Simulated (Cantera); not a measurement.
Input (Python, Cantera) and output of one run.

```python
import numpy as np
import cantera as ct

gas_names = """
    CL CL2 H HCL H2 N NH NH2 NH3 N2 N2H2 N2H4 Si SiCL SiCL2 SiCL3 SiCL4 SiH SiHCL3 SiH2 SiH2CL2 SiH3
    SiH3CL SiH4 SiN Si2 Si2N Si3
""".split()
cond_names = """
    NH4CL(a) NH4CL(b) Si(cr) Si(L) Si3N4(a)
""".split()


def load(file, names, dense=False):
    # The tables refer to 1 bar. Condensed volumes are neglected.
    table = {s.name: s for s in ct.Species.list_from_file(file)}
    out = []
    for n in names:
        d = dict(table[n].input_data)
        d["thermo"] = dict(d["thermo"], **{"reference-pressure": 1e5})
        if dense:
            d["equation-of-state"] = {"model": "constant-volume", "density": "1e6 g/cm^3"}
        out.append(ct.Species.from_dict(d))
    return out


gas = ct.Solution(thermo="ideal-gas", species=load("nasa_gas.yaml", gas_names))
cond = {s.name: ct.Solution(thermo="fixed-stoichiometry", species=[s], name=s.name)
        for s in load("nasa_condensed.yaml", cond_names, dense=True)}
atoms = {
    'SiH2Cl2': {'Si': 1, 'H': 2, 'CL': 2},
    'N2': {'N': 2},
    'H2': {'H': 2},
}
top_T = {'Si3N4(a)': 2400}  # K; cautious upper limits of use, not melting points


def equilibrate(T, P, feed):
    n = {}
    for name, mol in feed.items():
        for a, k in atoms[name].items():
            n[a] = n.get(a, 0.0) + k * mol
    gas.TPX = T, P, n
    mass = sum(n.values()) * gas.mean_molecular_weight
    gas.equilibrate("TP")
    valid = [c for c in cond.values() if c.min_temp <= T <= top_T.get(c.name, c.max_temp)]
    mix = ct.Mixture([(gas, mass / gas.mean_molecular_weight)] + [(c, 0.0) for c in valid])
    mix.T, mix.P = T, P
    mix.equilibrate("TP", solver="vcs", rtol=1e-11, max_steps=5000)
    return mix


results = []
T = 1498.15  # K
P = 133.322  # Pa
for m in [2.5, 3.3, 4.5, 6.1, 8.3, 11, 15, 21, 28, 38, 51]:
    feed = {'SiH2Cl2': 1, 'N2': m, 'H2': 13}  # mol
    mix = equilibrate(T, P, feed)
    results.append((T, P, feed, dict(zip(mix.species_names, mix.species_moles))))
    x = sorted(zip(gas.X, gas.species_names), reverse=True)
    print(f"T = {T:g} K  P = {P:g} Pa  n(N2) = {m:g} mol  gas = {mix.phase_moles(0):.4g} mol")
    print("   x: " + "  ".join(f"{s} {v:.3e}" for v, s in x if v > 0.0001))
    print("   condensed (mol): " + ("  ".join(f"{mix.phase(i).name} {mix.phase_moles(i):.4g}"
          for i in range(1, mix.n_phases) if mix.phase_moles(i) > 1e-12) or "none"))
```

It prints:

```
T = 1498.15 K  P = 133.322 Pa  n(N2) = 2.5 mol  gas = 17 mol
   x: H2 7.790e-01  N2 1.174e-01  HCL 8.869e-02  SiCL2 1.425e-02  H 4.161e-04  SiCL3 1.318e-04
   condensed (mol): Si3N4(a) 0.2517
T = 1498.15 K  P = 133.322 Pa  n(N2) = 3.3 mol  gas = 17.78 mol
   x: H2 7.432e-01  N2 1.563e-01  HCL 8.784e-02  SiCL2 1.211e-02  H 4.065e-04  SiCL3 1.136e-04
   condensed (mol): Si3N4(a) 0.2608
T = 1498.15 K  P = 133.322 Pa  n(N2) = 4.5 mol  gas = 18.96 mol
   x: H2 6.955e-01  N2 2.089e-01  HCL 8.510e-02  SiCL2 1.001e-02  H 3.932e-04
   condensed (mol): Si3N4(a) 0.2694
T = 1498.15 K  P = 133.322 Pa  n(N2) = 6.1 mol  gas = 20.55 mol
   x: H2 6.408e-01  N2 2.699e-01  HCL 8.060e-02  SiCL2 8.215e-03  H 3.774e-04
   condensed (mol): Si3N4(a) 0.2765
T = 1498.15 K  P = 133.322 Pa  n(N2) = 8.3 mol  gas = 22.74 mol
   x: H2 5.783e-01  N2 3.402e-01  HCL 7.442e-02  SiCL2 6.651e-03  H 3.585e-04
   condensed (mol): Si3N4(a) 0.2824
T = 1498.15 K  P = 133.322 Pa  n(N2) = 11 mol  gas = 25.43 mol
   x: H2 5.165e-01  N2 4.100e-01  HCL 6.761e-02  SiCL2 5.426e-03  H 3.389e-04
   condensed (mol): Si3N4(a) 0.2869
T = 1498.15 K  P = 133.322 Pa  n(N2) = 15 mol  gas = 29.42 mol
   x: N2 4.900e-01  H2 4.460e-01  HCL 5.925e-02  SiCL2 4.286e-03  H 3.149e-04
   condensed (mol): Si3N4(a) 0.2909
T = 1498.15 K  P = 133.322 Pa  n(N2) = 21 mol  gas = 35.42 mol
   x: N2 5.763e-01  H2 3.702e-01  HCL 4.981e-02  SiCL2 3.274e-03  H 2.869e-04
   condensed (mol): Si3N4(a) 0.2943
T = 1498.15 K  P = 133.322 Pa  n(N2) = 28 mol  gas = 42.41 mol
   x: N2 6.462e-01  H2 3.090e-01  HCL 4.192e-02  SiCL2 2.575e-03  H 2.621e-04
   condensed (mol): Si3N4(a) 0.2966
T = 1498.15 K  P = 133.322 Pa  n(N2) = 38 mol  gas = 52.41 mol
   x: N2 7.137e-01  H2 2.499e-01  HCL 3.414e-02  SiCL2 1.976e-03  H 2.357e-04
   condensed (mol): Si3N4(a) 0.2985
T = 1498.15 K  P = 133.322 Pa  n(N2) = 51 mol  gas = 65.41 mol
   x: N2 7.706e-01  H2 2.002e-01  HCL 2.749e-02  SiCL2 1.520e-03  H 2.110e-04
   condensed (mol): Si3N4(a) 0.3
```

Equilibrium computed with Cantera from the NASA thermochemical tables; the gas is ideal and each condensed phase is pure. N2 is the only nitrogen source here; it is nearly inert below about 1500 K, so the nitride shown seldom forms there in practice. The tables' values for SiCl3 are old estimates; treat these amounts as uncertain.
